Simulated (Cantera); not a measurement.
## Diamond growth

A diamond (100) surface in a fixed gas of H2 with x(CH4) = 0.0071, x(H) = 0.00046, x(CH3) = 3.7e-05, at 1025 K; coverages are run to steady state.

Detailed kinetics in Cantera: the Harris–Goodwin 1993 mechanism for the reconstructed diamond (100) surface.

```
P (Pa)  growth (µm/h)  θ c6HH  θ c6H*  θ c6*H   θ c6**   θ c6HM
------  -------------  ------  ------  ------  -------  -------
1200           0.0615   0.578  0.0199   0.380  0.00920  0.00867
1700            0.110   0.576  0.0198   0.379  0.00917   0.0111
2600            0.215   0.574  0.0197   0.377  0.00912   0.0145
3800            0.381   0.571  0.0196   0.375  0.00908   0.0178
5700            0.678   0.568  0.0195   0.373  0.00903   0.0212
8500             1.15   0.566  0.0194   0.371  0.00899   0.0244
13000            1.96   0.564  0.0194   0.370  0.00896   0.0271
19000            3.06   0.562  0.0193   0.369  0.00893   0.0291
```
θ: site fractions in the mechanism's names (c6HH fully hydrogenated, c6H* and c6*H radical sites, c6** diradical, c6HM methylated).
